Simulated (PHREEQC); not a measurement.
Make-up at 25 °C: 0.0014 mol CuSO4, 8.3e-05 mol HNO3 and 0.19 mol FeCl3 per kg of water. Closed to the air; pH follows from the charge balance.

The numbers come from PHREEQC with the ion-association model, phreeqc.dat.

```
Item                       Value
-----------------  -------------
pH                          1.87
ionic strength     0.641 mol/kgw
activity of water          0.990
total alkalinity     -380 meq/kg
```

```csv
species,molality,activity,log γ
Cl-,0.396,0.251,-0.198
FeCl+2,0.103,0.0204,-0.706
FeCl2+,0.0343,0.0228,-0.176
Fe+3,0.0331,0.00268,-1.091
H+,0.0180,0.0136,-0.121
FeOH+2,0.00639,0.00126,-0.706
Fe2(OH)2+4,0.00489,4.27e-5,-2.059
FeSO4+,0.00113,0.000750,-0.176
Cu+2,0.00110,0.000257,-0.634
FeCl3,0.000495,0.000574,0.064
Fe3(OH)4+5,0.000446,2.70e-7,-3.218
```

This is a speciation only: nothing precipitates in the calculation. Saturation is exceeded, for instance for Hematite (slow to form), Goethite (slow to form); the values hold only as long as no solid forms.
